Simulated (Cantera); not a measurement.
## Abatement and gas-phase synthesis: NH₃ + H₂O + N₂

Charge: 1 mol NH₃, 3.6 mol H₂O, 0.23 mol N₂, held at 750 K and 13.3 mbar.

Cantera equilibrium calculation (NASA polynomials, part measured and part estimated; ideal gas, pure solids and liquids). Candidate condensed phases: H₂O; 24 gas species. Kinetics and transport are ignored.

The x(H₂O) is 0.617 and the x(H₂) is 0.257. The x(N₂) is 0.125. The x(NH₃) is 3.15e-6. The gas amount is 5.830 mol.
